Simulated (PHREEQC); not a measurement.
Dissolve 0.067 mol/kgw NH3 at 25 °C. Closed to the air; pH follows from the charge balance.

Model: ion-association model, phreeqc.dat, run in PHREEQC.

| quantity | before | after |
|---|---|---|
| pH | 11.03 | 5.30 |
| ionic strength (mol/kgw) | 0.00112 | 0.0670 |
| NH4+ (mol/kgw) | 0.00112 | 0.0670 |

What was changed between the two runs?
A. NH3 from 0.067 to 0.0737 mol/kgw
B. 0.051 mol/kgw HBr added
C. NH3 replaced by NH4Br at the same molality
D. temperature from 25 to 80 °C
E. NH3 from 0.067 to 0.0134 mol/kgw

C, NH3 replaced by NH4Br at the same molality

This is a speciation only: nothing precipitates in the calculation.
